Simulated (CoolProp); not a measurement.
A simple Rankine cycle with R115: condensing at 298.15 K, boiler at 2.49 MPa, turbine inlet 347.1 K, turbine efficiency 0.7, pump efficiency 0.8, no recuperator. Each further row changes one setting.

Computed with CoolProp (reference Helmholtz-energy equation of state, Lemmon 2016).

```
case                             thermal efficiency (%)  net work (kJ/kg)  heat in (kJ/kg)  turbine exit temperature (K)  volume ratio over the turbine
-------------------------------  ----------------------  ----------------  ---------------  ----------------------------  -----------------------------
as stated                                           6.5              7.35              112                         311.0                           3.50
turbine inlet 367.1 K                               ___              9.06              135                         336.8                            ___
condensing temperature 290.15 K                     7.7              9.28              121                           ___                           4.41
boiler pressure 1.74 MPa                            4.7              5.93              ___                         328.7                           2.07
turbine efficiency 0.6                              5.4               ___              112                         312.5                           3.53
```

### Question
What belongs in the gaps?

### Answer

- turbine inlet 367.1 K, thermal efficiency (%): 6.7
- turbine inlet 367.1 K, volume ratio over the turbine: 3.13
- condensing temperature 290.15 K, turbine exit temperature (K): 305.7
- boiler pressure 1.74 MPa, heat in (kJ/kg): 126
- turbine efficiency 0.6, net work (kJ/kg): 6.08
